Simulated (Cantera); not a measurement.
An isothermal plug-flow reactor at 750 K and 2.00 bar (inlet), inlet velocity 0.067 m/s, active area per volume 3300 1/m; feed CH4 : O2 : N2 = 0.0066 : 0.11 : 0.79 (molar parts), equivalence ratio 0.12.

Cantera simulation using Deutschmann's 1995 Pt surface mechanism with GRI-Mech 3.0 gas chemistry; the numbers are that mechanism's predictions, not measurements. Catalytic surfaces can have several steady states; this one follows from the mechanism file's or the stated starting coverage. Mass transfer to the wall is taken as infinitely fast.

Task: What does this change do: area per volume 3300 to 11000 1/m?

Result: 
```csv
quantity,before,after
x(CH4) at z = 0.093 m,0.00462,0.00153
x(O2) at z = 0.093 m,0.116,0.110
x(H2O) at z = 0.093 m,0.00531,0.0115
x(CO2) at z = 0.093 m,0.00265,0.00574
x(CO) at z = 0.093 m,3.61e-7,1.21e-7
θ(free Pt) at the exit,0.0123,0.0125
θ(O*) at the exit,0.986,0.985
θ(OH*) at the exit,0.00161,0.00238
```
